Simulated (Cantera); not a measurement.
Gas mixture: H2 : CH3OH = 0.94 : 0.25 (molar parts), at 10.00 Torr, frozen composition.

Cantera's kinetic-theory transport with the Lennard-Jones parameters of GRI-Mech 3.0, ideal gas; thermal conductivity in the multicomponent form. Polar gases are described roughly by these parameters.

One state of this run: ρ (kg/m³) = 0.00191; cp (J/kg/K) = 4656; μ (µPa s) = 22.0; λ (mW/m/K) = 232; Pr = 0.441; D (cm²/s) H = 564; D (cm²/s) NO = 141; D (cm²/s) C2H2 = 115. D: mixture-averaged diffusion coefficient of that species in the mixture.

**Question.** Which value of T (K) does it belong to?
A) 700
B) 900
C) 1000
D) 600

**Answer.** A, 700
